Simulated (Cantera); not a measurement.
Input: 1 mol Si(CH₃)₄, 0.013 mol CH₄, 24 mol H₂, held at 69000 Pa.

Equilibrium computed with Cantera from the NASA thermochemical tables; the gas is ideal and each condensed phase is pure. Candidate condensed phases: C, C₆H₆, C₇H₈, C₈H₁₈, Si, SiC; 87 gas species. Gases not in the tables: Si₂H₆ and higher silanes. Rates play no part. All values below are at 2300 K.

Base state: H₂ 0.984, H 0.0116, C₂H₂ (acetylene) 0.00425, Si 0.000194, CH₄ 0.000143, SiH₂ 6.59e-5, SiH 5.87e-5, CH₃ 3.15e-5 (mole fractions); condensed: C(graphite) + SiC(s).

Task: What changes in the equilibrium state with this change: Si(CH₃)₄ replaced by SiHCl₃?

Result: 
| species | before | after |
|---|---|---|
| H₂ | 0.984 | 0.887 |
| HCl | 0 | 0.0843 |
| SiCl₂ | 0 | 0.0141 |
| H | 0.0116 | 0.0110 |
| SiCl | 0 | 0.000848 |
| Cl | 0 | 0.000751 |
| C(graphite), mol | 2.76 | 0 |
| SiC(s), mol | 0.989 | 0.00522 |
| Si(l), mol | 0 | 0.537 |
Mutual solubility and eutectic melting of coexisting phases are not modelled. The tables' values for SiCl, SiCl₃ are old estimates; treat these amounts as uncertain.
